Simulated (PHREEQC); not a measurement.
Dissolve 0.028 mol HNO3 and 0.22 mol MgCl2 per kg of water at 25 °C. Closed to the air; pH follows from the charge balance.

Computed with PHREEQC (ion-association model, wateq4f.dat).

This is a speciation only: nothing precipitates in the calculation.

Task: Predict the pH, activity of water.

Result: pH 1.68; activity of water 0.988.

Species that the database lacks are ignored.
